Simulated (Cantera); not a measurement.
A closed system holds: 1 mol SiCl4, 0.57 mol H2, 0.86 mol Cl2, at 800 °C and 13.0 bar.

These are equilibrium values from Cantera (NASA tables, ideal gas, pure condensed phases), not measurements of a reactor. Candidate condensed phases: Si; 19 gas species. Rates play no part.

Question: What is the equilibrium state?

Answer: 
| Quantity | Value |
|---|---|
| x(HCl) | 0.469 |
| x(SiCl4) | 0.412 |
| x(Cl2) | 0.119 |
| x(Cl) | 0.000103 |
| gas amount | 2.430 mol |
| log10 activity of Si(s) (absent) | -25.04 |
